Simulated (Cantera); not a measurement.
Feed: 1 mol Al, 0.32 mol Cl2, at 2.30 Pa.

Method: chemical equilibrium by Gibbs-energy minimisation in Cantera with the NASA 1993 tables (ideal gas, pure condensed phases). Candidate condensed phases: Al, AlCl3; 8 gas species. The tables' values for AlCl2 are old estimates; treat these amounts as uncertain. The numbers say what is thermodynamically allowed, not how fast it happens. All values below are at 1150 °C.

Base state: AlCl 0.849, Al 0.151, AlCl2 1.35e-5, Al2 1.08e-5 (mole fractions); condensed: Al(l).

What changes in the equilibrium state with this change: Cl2 from 0.32 to 2.2 mol?


| species | before | after |
|---|---|---|
| Cl | 3.53e-8 | 0.574 |
| AlCl3 | 2.25e-9 | 0.419 |
| Cl2 | <1e-9 | 0.00662 |
| AlCl | 0.849 | 6.00e-7 |
| Al | 0.151 | <1e-9 |
| Al2 | 1.08e-5 | <1e-9 |
| AlCl2 | 1.35e-5 | 0.000154 |
| Al(l), mol | 0.246 | 0 |
